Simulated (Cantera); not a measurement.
Feed: 1 mol Si, 2.6 mol Cl2, 3 mol H2, held at 723.15 K and 1 atm.

Cantera equilibrium calculation (NASA polynomials, part measured and part estimated; ideal gas, pure solids and liquids). Candidate condensed phases: Si; 19 gas species. Rates play no part.

Base state: H2 0.522, HCl 0.261, SiCl4 0.217, SiHCl3 0.000130 (mole fractions); condensed: gas only.

What changes in the equilibrium state with this change: Si replaced by SiCl4?


| species | before | after |
|---|---|---|
| HCl | 0.261 | 0.788 |
| SiCl4 | 0.217 | 0.152 |
| H2 | 0.522 | 0.0606 |
| SiHCl3 | 0.000130 | 3.49e-6 |

What changes in the equilibrium state with this change: temperature from 723.15 K to 1398 K?


```
species    before     after
-------  --------  --------
H2          0.522     0.478
HCl         0.261     0.309
SiCl4       0.217     0.170
SiCl3     2.23e-8    0.0175
SiHCl3   0.000130    0.0185
SiCl2       <1e-9   0.00772
SiH2Cl2   5.40e-9  0.000301
```
The tables' values for SiCl3 are old estimates; treat these amounts as uncertain.
